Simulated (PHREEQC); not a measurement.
Make-up at 25 °C: 0.02 mol NH4HF2, 0.087 mol (NH4)2SiF6, 0.024 mol H3PO4 and 0.00022 mol H2SO4 per kg of water. Closed to the air; pH follows from the charge balance.

Equilibrium calculation in PHREEQC: ion-association model, phreeqc.dat.

The ionic strength comes out as 0.287 mol/kgw. What activity coefficients do NH4SO4-, NH4+, H+, SiF6-2, HSO4- get?

NH4SO4- 0.73, NH4+ 0.65, H+ 0.78, SiF6-2 0.26, HSO4- 0.73.

Precipitation was switched off in this run. SiF6-2 is the database's only silicon fluoride.
